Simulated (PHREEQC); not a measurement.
Solution (25 °C): 0.057 mol CaCl2, 0.0012 mol NaF and 0.16 mol NaCl per kg of water. Closed to the air; pH follows from the charge balance.

All values are PHREEQC results (ion-association model, wateq4f.dat), not measurements.

No solid was allowed to form.

Q: Order these F species by the share of F that they hold, largest first: CaF+, NaF, F-.

A: F- (85 %), CaF+ (11 %), NaF (3.5 %)

The pH is 7.04 and the ionic strength 0.332 mol/kgw. The solution is supersaturated, for example in Fluorite, so a real one may precipitate; this is no full list.
